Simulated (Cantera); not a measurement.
Cantera run:

```python
import numpy as np
import cantera as ct

gas_names = """
    AL ALH ALN ALO ALOH ALO2 ALO2H AL2 AL2O AL2O2 H HALO HNO HNO2 HNO3 HO2 H2 H2O H2O2 N NH NH2 NH3
    NH2OH NO NO2 NO3 N2 N2H2 N2H4 N2O O OH O2 O3
""".split()
cond_names = """
    AL(cr) AL(L) ALN(s) AL2O3(a) AL2O3(L) H2O(s) H2O(L)
""".split()


# ... load() reads the species with a 1 bar reference pressure and builds the phases ...
atoms = {
    'AlN': {'AL': 1, 'N': 1},
    'H2O': {'H': 2, 'O': 1},
}
top_T = {'ALN(s)': 2750}  # K; cautious upper limits of use, not melting points


# ... equilibrate(T, P, feed) seeds the gas with the atoms and calls Mixture.equilibrate('TP', solver="vcs", rtol=1e-11, max_steps=5000) ...
results = []
feed = {'AlN': 1, 'H2O': 4.1}  # mol
P = 19  # Pa
for T in [923, 1023, 1123, 1223, 1323, 1423, 1523, 1623, 1723, 1823, 1923]:
    mix = equilibrate(T, P, feed)
    results.append((T, P, feed, dict(zip(mix.species_names, mix.species_moles))))
    x = sorted(zip(gas.X, gas.species_names), reverse=True)
    print(f"T = {T:g} K  P = {P:g} Pa  gas = {mix.phase_moles(0):.4g} mol")
    print("   x: " + "  ".join(f"{s} {v:.3e}" for v, s in x if v > 1e-05))
    print("   condensed (mol): " + ("  ".join(f"{mix.phase(i).name} {mix.phase_moles(i):.4g}"
          for i in range(1, mix.n_phases) if mix.phase_moles(i) > 1e-12) or "none"))
```

It prints:

```
T = 923 K  P = 19 Pa  gas = 4.6 mol
   x: H2O 5.652e-01  H2 3.261e-01  N2 1.087e-01
   condensed (mol): AL2O3(a) 0.5
T = 1023 K  P = 19 Pa  gas = 4.6 mol
   x: H2O 5.652e-01  H2 3.261e-01  N2 1.087e-01
   condensed (mol): AL2O3(a) 0.5
T = 1123 K  P = 19 Pa  gas = 4.6 mol
   x: H2O 5.652e-01  H2 3.261e-01  N2 1.087e-01
   condensed (mol): AL2O3(a) 0.5
T = 1223 K  P = 19 Pa  gas = 4.6 mol
   x: H2O 5.652e-01  H2 3.261e-01  N2 1.087e-01  H 1.246e-05
   condensed (mol): AL2O3(a) 0.5
T = 1323 K  P = 19 Pa  gas = 4.6 mol
   x: H2O 5.652e-01  H2 3.260e-01  N2 1.087e-01  H 6.569e-05
   condensed (mol): AL2O3(a) 0.5
T = 1423 K  P = 19 Pa  gas = 4.601 mol
   x: H2O 5.651e-01  H2 3.259e-01  N2 1.087e-01  H 2.751e-04  OH 1.035e-05
   condensed (mol): AL2O3(a) 0.5
T = 1523 K  P = 19 Pa  gas = 4.602 mol
   x: H2O 5.649e-01  H2 3.255e-01  N2 1.086e-01  H 9.566e-04  OH 5.117e-05
   condensed (mol): AL2O3(a) 0.5
T = 1623 K  P = 19 Pa  gas = 4.607 mol
   x: H2O 5.641e-01  H2 3.243e-01  N2 1.085e-01  H 2.855e-03  OH 2.080e-04
   condensed (mol): AL2O3(a) 0.5
T = 1723 K  P = 19 Pa  gas = 4.619 mol
   x: H2O 5.621e-01  H2 3.214e-01  N2 1.082e-01  H 7.500e-03  OH 7.191e-04  O 1.333e-05  O2 1.044e-05
   condensed (mol): AL2O3(a) 0.5
T = 1823 K  P = 19 Pa  gas = 4.647 mol
   x: H2O 5.571e-01  H2 3.153e-01  N2 1.076e-01  H 1.765e-02  OH 2.170e-03  O 9.336e-05  O2 7.277e-05  NO 3.088e-05
   condensed (mol): AL2O3(a) 0.5
T = 1923 K  P = 19 Pa  gas = 4.707 mol
   x: H2O 5.451e-01  H2 3.042e-01  N2 1.062e-01  H 3.769e-02  OH 5.814e-03  O 5.376e-04  O2 4.193e-04  NO 1.008e-04
   condensed (mol): AL2O3(a) 0.5
```

These are equilibrium values from Cantera (NASA tables, ideal gas, pure condensed phases), not measurements of a reactor.
